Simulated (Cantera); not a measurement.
# Gas-phase reforming

An isothermal, constant-pressure homogeneous reactor starts with 43.5 % CH₄, 56.5 % H₂O, at 1700 K and 7500 Torr.

Computed with Cantera and GRI-Mech 3.0 (53 species, 325 reactions).

```csv
t (s),x CH₄,x H₂O,x C₂H₄,x C₂H₂,x CO₂,x CH₂
1.00e-6,0.435,0.565,1.86e-7,5.05e-11,<1e-12,1.65e-9
8.36e-6,0.434,0.565,4.80e-5,2.75e-7,4.34e-12,2.24e-8
6.99e-5,0.423,0.564,0.00208,0.000161,2.80e-8,5.92e-8
0.000585,0.334,0.531,0.0138,0.0212,1.75e-5,5.66e-8
0.00489,0.152,0.446,0.0132,0.0814,0.000883,4.53e-8
0.0409,0.0946,0.341,0.0138,0.0672,0.0108,2.76e-8
0.342,0.0712,0.184,0.00463,0.0170,0.0142,7.98e-9
2.86,0.0211,0.0882,0.000292,0.000899,0.00815,1.49e-9
23.9,0.000335,0.0641,6.76e-8,1.99e-7,0.00604,2.18e-11
200,5.91e-5,0.0638,2.13e-9,6.25e-9,0.00602,3.87e-12
```
x: mole fraction; the columns are a selection and need not sum to one.

Equilibrium at this temperature and pressure: CH₄ 6.40e-5, H₂O 0.0638, C₂H₄ 2.49e-9, C₂H₂ 7.31e-9, CO₂ 0.00602, CH₂ 4.19e-12 (gas phase only).
